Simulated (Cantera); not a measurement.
What does this Cantera script print?

```python
import numpy as np
import cantera as ct

gas = ct.Solution("gri30.yaml")
gas.TPX = 1575, 500000, {'H2': 1, 'O2': 0.926, 'N2': 3.48}
reactor = ct.IdealGasConstPressureReactor(gas, energy="on", clone=False)
net = ct.ReactorNet([reactor])
net.rtol, net.atol = 1e-08, 1e-16
show = ['H2', 'O2', 'NO', 'OH', 'H2O']
times = np.geomspace(3e-06, 2, 13)

steps = ct.SolutionArray(gas, extra=["t"])
rows = []
print(f"{'t/s':>10s}{'T/K':>9s}{'P/Pa':>11s}" + "".join(f"{s:>11s}" for s in show))
for t in times:
    while net.time < t:
        t_next = net.step()
        steps.append(gas.state, t=t_next)
    rows.append([np.interp(t, steps.t, y) for y in (steps.T, steps.P, *steps(*show).X.T)])
    print(f"{t:10.3e}{rows[-1][0]:9.1f}{rows[-1][1]:11.4g}" + "".join(f"{x:11.3e}" for x in rows[-1][2:]))
rate = np.gradient(steps.T, steps.t)
print("integrator steps:", len(steps.t))
if steps.T.max() > steps.T[0] + 200:
    print(f"time of steepest temperature rise: {steps.t[rate.argmax()]:.4e} s")
gas.TPX = 1575, 500000, {'H2': 1, 'O2': 0.926, 'N2': 3.48}
gas.equilibrate("HP")
print(f"equilibrium (HP): T = {gas.T:.1f} K  " + "  ".join(f"{s} {gas[s].X[0]:.3e}" for s in show))
```

Result:

```
       t/s      T/K       P/Pa         H2         O2         NO         OH        H2O
 3.000e-06   2097.3      5e+05  2.213e-02  8.031e-02  2.955e-05  2.576e-02  1.404e-01
 9.172e-06   2601.8      5e+05  8.563e-03  7.991e-02  1.573e-04  2.424e-02  1.768e-01
 2.804e-05   2706.5      5e+05  4.496e-03  8.115e-02  4.663e-04  1.909e-02  1.867e-01
 8.572e-05   2706.5      5e+05  4.439e-03  8.078e-02  1.320e-03  1.894e-02  1.869e-01
 2.621e-04   2703.1      5e+05  4.411e-03  7.967e-02  3.734e-03  1.871e-02  1.871e-01
 8.012e-04   2695.1      5e+05  4.346e-03  7.710e-02  9.305e-03  1.818e-02  1.875e-01
 2.449e-03   2685.6      5e+05  4.271e-03  7.409e-02  1.583e-02  1.757e-02  1.880e-01
 7.489e-03   2683.5      5e+05  4.255e-03  7.343e-02  1.728e-02  1.744e-02  1.881e-01
 2.289e-02   2683.5      5e+05  4.255e-03  7.342e-02  1.728e-02  1.744e-02  1.881e-01
 6.999e-02   2683.5      5e+05  4.255e-03  7.342e-02  1.728e-02  1.744e-02  1.881e-01
 2.140e-01   2683.5      5e+05  4.255e-03  7.342e-02  1.728e-02  1.744e-02  1.881e-01
 6.542e-01   2683.5      5e+05  4.255e-03  7.342e-02  1.728e-02  1.744e-02  1.881e-01
 2.000e+00   2683.5      5e+05  4.255e-03  7.342e-02  1.728e-02  1.744e-02  1.881e-01
integrator steps: 1281
time of steepest temperature rise: 2.2841e-06 s
equilibrium (HP): T = 2683.5 K  H2 4.255e-03  O2 7.342e-02  NO 1.728e-02  OH 1.744e-02  H2O 1.881e-01
```

Model: GRI-Mech 3.0 (53 species, 325 reactions), integrated in Cantera. The hydrogen kinetics of GRI-Mech 3.0 are dated; newer H2 mechanisms differ, most at raised pressure.
